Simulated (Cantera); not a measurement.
MgCO3 + H2O + H2 (calcination and drying)

Feed: 1 mol MgCO3, 0.75 mol H2O, 0.2 mol H2, at 898 K and 133 Pa.

Method: chemical equilibrium by Gibbs-energy minimisation in Cantera with the NASA 1993 tables (ideal gas, pure condensed phases). Candidate condensed phases: C, C6H6, C7H8, C8H18, H2O, Mg, MgCO3, MgO, Mg(OH)2; 116 gas species. Kinetics and transport are ignored.

| Quantity | Result |
|---|---|
| x(CO2) | 0.479 |
| x(H2O) | 0.418 |
| x(H2) | 0.0687 |
| x(CO) | 0.0338 |
| n(MgO(s)) | 1.00 mol |
| gas amount | 1.950 mol |
| log10 activity of C(graphite) (absent) | -4.73 |
| log10 activity of MgCO3(s) (absent) | -5.33 |
| log10 activity of Mg(s) (absent) | -18.61 |
